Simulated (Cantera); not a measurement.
A perfectly stirred reactor is fed with CH₄ : CO₂ = 1 : 0.68 (molar parts), at 101000 Pa; it is held at 2000 K, and followed from long to short residence time.

Model: GRI-Mech 3.0 (53 species, 325 reactions), integrated in Cantera.

Q: What does this change do: CH4 1 to 1.6 parts?

A: 
```
quantity                  before     after
----------------------  --------  --------
x(CH₄) at τ = 0.880 s    0.00488   0.00558
x(CO₂) at τ = 0.880 s    0.00159  0.000516
x(HCO) at τ = 0.880 s    1.72e-7   1.34e-7
x(C₂H) at τ = 0.880 s    2.11e-6   3.97e-6
x(H₂O₂) at τ = 0.880 s    <1e-12    <1e-12
x(CH₄) at τ = 43.0 ms     0.0184    0.0213
x(CO₂) at τ = 43.0 ms     0.0144   0.00672
x(HCO) at τ = 43.0 ms    1.69e-7   1.30e-7
x(C₂H) at τ = 43.0 ms    3.66e-6   4.88e-6
x(H₂O₂) at τ = 43.0 ms  5.28e-12  1.82e-12
```
GRI-Mech 3.0 stops at C3 and has no aromatics, soot or wall deposition, so with more carbon than oxygen in the feed, carbon stays in small species such as C2H2 where larger ones or solid carbon would form.

Q: What does this change do: temperature 2000 to 1825 K?

A: 
```
quantity                  before     after
----------------------  --------  --------
x(CH₄) at τ = 0.880 s    0.00488    0.0157
x(CO₂) at τ = 0.880 s    0.00159   0.00901
x(HCO) at τ = 0.880 s    1.72e-7   6.47e-8
x(C₂H) at τ = 0.880 s    2.11e-6   4.08e-7
x(H₂O₂) at τ = 0.880 s    <1e-12    <1e-12
x(CH₄) at τ = 43.0 ms     0.0184    0.0565
x(CO₂) at τ = 43.0 ms     0.0144    0.0495
x(HCO) at τ = 43.0 ms    1.69e-7   5.22e-8
x(C₂H) at τ = 43.0 ms    3.66e-6   8.16e-7
x(H₂O₂) at τ = 43.0 ms  5.28e-12  3.26e-12
```
